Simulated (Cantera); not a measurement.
Feed: 1 mol PbO, 5.2 mol CO, 0.16 mol H2, held at 902 °C and 1.00 bar.

These are equilibrium values from Cantera (NASA tables, ideal gas, pure condensed phases), not measurements of a reactor. Candidate condensed phases: C, C6H6, C7H8, C8H18, H2O, Pb, PbO, PbO2, Pb3O4; 113 gas species. Kinetics and transport are ignored.

Base state: CO 0.790, CO2 0.180, H2 0.0231, H2O 0.00673, Pb 0.000435 (mole fractions); condensed: Pb(l).

### Question
What changes in the equilibrium state with this change: PbO replaced by Fe(CO)5?

### Answer
```json
[
 {"species": "CO", "before": "0.790", "after": "0.959"},
 {"species": "CO2", "before": "0.180", "after": "0.0249"},
 {"species": "H2", "before": "0.0231", "after": "0.0153"},
 {"species": "Pb", "before": "0.000435", "after": "0"},
 {"species": "H2O", "before": "0.00673", "after": "0.000509"},
 {"species": "Pb(l), mol", "before": "0.998", "after": "0"},
 {"species": "C(graphite), mol", "before": "0", "after": "0.257"},
 {"species": "Fe(α), mol", "before": "0", "after": "1.00"}
]
```
Condensed phases not in the tables: cementite and carbon dissolved in iron. Further candidate phases: Fe, Fe(CO)5, FeO, Fe(OH)2, Fe(OH)3, Fe2O3, Fe3O4.
